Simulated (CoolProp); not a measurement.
Properties of C3F8 (R218) along the isobar 3720 kPa.

Model: reference Helmholtz-energy equation of state, Lemmon 2006, in CoolProp. It is a short technical equation, of lower accuracy than the large ones.

```tsv
T (K)	phase	density (kg/m³)	isothermal compressibility (1/MPa)	Prandtl number
247.6	liquid	___	0.003218	6.38
252.8	liquid	1566	___	6.09
258	liquid	1545	0.003859	5.83
263.3	liquid	1524	0.004257	___
268.5	liquid	1502	0.004706	5.38
273.7	liquid	1480	0.005225	5.18
279	liquid	1457	0.005844	4.99
284.2	liquid	___	0.006560	4.82
289.4	liquid	1409	0.007412	4.66
294.7	liquid	1383	0.008459	4.51
299.9	liquid	1357	0.009716	4.37
305.1	liquid	1329	0.01128	4.24
310.4	liquid	1300	0.01329	___
315.6	liquid	1268	0.01585	3.98
320.8	liquid	1235	0.01926	3.86
326.1	liquid	1198	0.02408	___
```

Q: What belongs in the gaps?

A: 
- 247.6, density (kg/m³): 1586
- 252.8, isothermal compressibility (1/MPa): 0.003518
- 263.3, Prandtl number: 5.59
- 284.2, density (kg/m³): 1434
- 310.4, Prandtl number: 4.11
- 326.1, Prandtl number: 3.75

Viscosity comes from a separate model (Huber 2003), an estimate that may be off by 10 % or more. Thermal conductivity comes from a separate model (Huber 2003), an estimate that may be off by 10 % or more.
